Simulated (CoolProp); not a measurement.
Values from CoolProp's reference Helmholtz-energy equation of state, Lemmon 2006. It is a short technical equation, of lower accuracy than the large ones.

For C2F6 (R116), give the phase and the cp (kJ/(kg K)), cv (kJ/(kg K)), Prandtl number at 303 K and 7.79 kPa; 303 K and 32.8 kPa; 303 K and 53 kPa.


- 303 K and 7.79 kPa: gas; cp 0.779, cv 0.719, Prandtl number 0.738
- 303 K and 32.8 kPa: gas; cp 0.780, cv 0.719, Prandtl number 0.739
- 303 K and 53 kPa: gas; cp 0.781, cv 0.719, Prandtl number 0.739

Viscosity comes from a separate model (Huber 2003), an estimate that may be off by 10 % or more. Thermal conductivity comes from a separate model (Huber 2003), an estimate that may be off by 10 % or more.
